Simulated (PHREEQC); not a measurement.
Consider water at 25 °C with 86 mmol/kgw FeCl3, 20 mmol/kgw CuCl2, 10 mmol/kgw HCl, 130 mmol/kgw Na2SO4 and 4.1 mmol/kgw NaNO3. Closed to the air; pH follows from the charge balance.

All values are PHREEQC results (ion-association model, phreeqc.dat), not measurements.

Problem. The ionic strength comes out as 0.478 mol/kgw. What activity coefficients do H+, SO4-2, Cu+2, FeSO4+, Na+ get?

Solution. H+ 0.77, SO4-2 0.21, Cu+2 0.25, FeSO4+ 0.68, Na+ 0.72.

This is a speciation only: nothing precipitates in the calculation. Examples of supersaturated solids here: Hematite (slow to form), Goethite (slow to form). Others may be too.
